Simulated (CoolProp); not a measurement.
Vapour-liquid equilibrium of R143a (1) + R236FA (2) at 0.224 MPa; x and y are mole fractions of (1).

Values from CoolProp's multi-fluid Helmholtz-energy mixture model, Lemmon and Jacobsen 2000 and Pan 2012; pair parameters Bell 2016.

Question: Give the bubble temperature and the first vapour's composition at x = 0.35, 0.55, 0.85. Is there an azeotrope?

Answer: x = 0.35: -5.0 °C, y = 0.731; x = 0.55: -14.6 °C, y = 0.878; x = 0.85: -25.0 °C, y = 0.976. No azeotrope shows between x = 0.05 and 0.95.

Pair parameters are fitted to limited data, so mixtures are less certain than the pure fluids.
